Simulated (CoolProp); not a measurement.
The fluid at 298.15 K and 0.7 MPa flows at 0.18 m/s in a round tube of 2 mm bore and 1.5 µm roughness, fully developed (64/Re and Nu = 3.66 if laminar; Colebrook and Gnielinski if turbulent). The same conditions are run with several fluids, on thermodynamics alone (safety and materials aside).

The numbers come from the reference Helmholtz-energy equation of state of each fluid (CF4 (R14): Platzer 1990; oxygen: Schmidt 1985; normal hydrogen: Leachman 2009; dry air: Lemmon 2000; R125: Lemmon 2005) in CoolProp. The equations of Platzer and Polt are older, rougher fits. Blends and air are pseudo-pure fits.

```
fluid            Reynolds number  Darcy friction factor  pressure drop (Pa/m)  heat-transfer coefficient (W/(m² K))  mass flow (kg/h)
---------------  ---------------  ---------------------  --------------------  ------------------------------------  ----------------
CF4 (R14)                    523                  0.122                  25.3                                  29.7            0.0519
oxygen                       158                  0.405                  29.8                                   ___            0.0185
normal hydrogen             22.9                   2.79                  12.8                                   341           0.00115
dry air                      159                    ___                  26.7                                   ___            0.0167
R125                        1060                 0.0606                  18.8                                  26.2            0.0780
```

Question: What belongs in the gaps?

Answer: 
- oxygen, heat-transfer coefficient (W/(m² K)): 48.7
- dry air, Darcy friction factor: 0.402
- dry air, heat-transfer coefficient (W/(m² K)): 48.4

Transport values come from each fluid's own correlations; those of CF4 (R14) are estimates that may be off by 10 % or more.
